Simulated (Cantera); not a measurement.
Feed: 1 mol Si, 0.037 mol N₂O, 180 mol H₂, equilibrated at 7.50 Torr.

Cantera equilibrium calculation (NASA polynomials, part measured and part estimated; ideal gas, pure solids and liquids). Candidate condensed phases: H₂O, Si, SiO₂, Si₂N₂O, Si₃N₄; 35 gas species. Gases not in the tables: Si₂H₆ and higher silanes. Equilibrium is a limit: real reactors are often held back by kinetics, nucleation or transport.

**Question.** Which condensed phases are stable at each of these points (T (°C)): 1200, 1250, 1300, 1350, 1400, 1450, 1500?

**Answer.** 
```tsv
T (°C)	condensed phases	Si condensed (%)
1200	Si(s)	96.3
1250	Si(s)	96.2
1300	Si(s)	96.1
1350	Si(s)	95.8
1400	Si(s)	95.2
1450	Si(l)	93.9
1500	Si(l)	91.5
```

From 1200 °C to 1400 °C the condensed part is Si(s). From 1450 °C to 1500 °C the condensed part is Si(l).
